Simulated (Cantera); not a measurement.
**Premixed flame**

A freely propagating, adiabatic, planar premixed flame of H2 : O2 : N2 = 1 : 0.238 : 0.895 (molar parts), equivalence ratio 2.1, unburnt at 600 K and 100.0 Torr; mixture-averaged transport, grid criteria slope 0.08 and curve 0.16, no radiation.

Cantera simulation using the H2/O2 subset of GRI-Mech 3.0, which has no nitrogen chemistry; the numbers are that mechanism's predictions, not measurements. Burning velocities carry a grid error of a few per cent, more on coarse grids.

```tsv
z (mm)	T (K)	u (m/s)	x H2	x O2	x H2O2	x H2O	x H	x HO2
-18.7	600	6.89	0.469	0.112	<1e-8	<1e-8	<1e-8	<1e-8
-12.4	600	6.89	0.469	0.112	<1e-8	<1e-8	<1e-8	<1e-8
-9.33	600	6.89	0.469	0.112	<1e-8	<1e-8	<1e-8	<1e-8
-6.22	600	6.89	0.469	0.112	<1e-8	6.31e-8	6.70e-7	8.12e-7
-3.11	612	7.02	0.467	0.111	3.63e-7	0.000814	0.000713	4.03e-5
-1.56	741	8.40	0.441	0.107	2.79e-7	0.0128	0.0136	2.61e-5
0	1101	12.2	0.296	0.0580	2.17e-7	0.115	0.0908	9.92e-6
1.56	1332	14.6	0.199	0.00518	1.27e-7	0.218	0.134	8.71e-7
3.11	1418	15.5	0.197	0.00120	1.14e-7	0.228	0.128	1.87e-7
6.22	1518	16.5	0.206	0.000936	1.07e-7	0.229	0.114	1.31e-7
12.4	1637	17.6	0.217	0.000792	8.21e-8	0.231	0.0968	1.01e-7
24.9	1764	18.8	0.228	0.000597	5.07e-8	0.234	0.0784	7.23e-8
49.8	1889	19.9	0.239	0.000395	2.74e-8	0.237	0.0602	4.91e-8
```
x: mole fraction of selected species; z is measured from the peak of heat release.

| Quantity | Result |
|---|---|
| laminar burning velocity | 689 cm/s |
| thermal thickness | 6.22 mm |
| peak x(H2O2) | 4.50e-7 |
| peak x(H) | 0.134 |
| peak x(HO2) | 4.05e-5 |
| grid points | 135 |
